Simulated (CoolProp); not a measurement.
Vapour-liquid equilibrium of benzene (1) + n-nonane (2) at 172.95 °C; x and y are mole fractions of (1).

Model: multi-fluid Helmholtz-energy mixture model, Thol 2012 and Lemmon 2006; pair parameters Bell 2016, in CoolProp.

| x | bubble pressure, mixture model (kPa) | bubble pressure, Raoult's law (kPa) | y, mixture model | y, Raoult's law |
|---|---|---|---|---|
| 0.05 | 223.8 | 212.6 | 0.234 | 0.213 |
| 0.125 | (withheld) | 267.3 | 0.439 | 0.424 |
| 0.2 | (withheld) | 322.0 | 0.563 | 0.563 |
| 0.275 | 410.3 | 376.7 | 0.647 | 0.661 |
| 0.35 | 464.6 | 431.4 | 0.710 | 0.735 |
| 0.425 | 516.5 | 486.1 | (withheld) | 0.792 |
| 0.5 | 566.6 | 540.8 | 0.801 | 0.837 |
| 0.575 | 615.9 | 595.5 | 0.837 | 0.874 |
| 0.65 | 665.0 | 650.3 | 0.870 | 0.905 |
| 0.725 | 714.4 | 705.0 | 0.900 | 0.931 |
| 0.8 | 764.7 | 759.7 | 0.929 | 0.954 |
| 0.875 | 816.3 | 814.4 | 0.956 | 0.973 |
| 0.95 | 869.4 | 869.1 | 0.983 | 0.990 |

### Question
Complete the blanks.

### Answer

- 0.125, bubble pressure, mixture model (kPa): 290.7
- 0.2, bubble pressure, mixture model (kPa): 352.6
- 0.425, y, mixture model: 0.759

The largest gap from Raoult's law is +9.5 % in bubble pressure, at x = 0.2. No azeotrope shows between x = 0.05 and 0.95.

The pair parameters rest on a limited set of measurements; away from them the model extrapolates.
